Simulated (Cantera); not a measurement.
An isothermal, constant-pressure homogeneous reactor starts with 0.634 % CH₄, 0.376 % O₂, 99.0 % N₂, at 1225 K and 14.0 bar.

Computed with Cantera and GRI-Mech 3.0 (53 species, 325 reactions). The pressure lies above the range GRI-Mech 3.0 was tuned for (to about 10 atm).

One state of this run: x CH₄ = 0.00259; x O₂ = <1e-12; x C₂H₂ = 0.000300; x O = <1e-12; x C₂H₄ = 0.000105; x NO = <1e-12. x: mole fraction; the columns are a selection and need not sum to one.

Task: Which value of t (s) does it belong to?
(A) 0.0200
(B) 43.1
(C) 0.431
(D) 0.0928

Result: B, 43.1
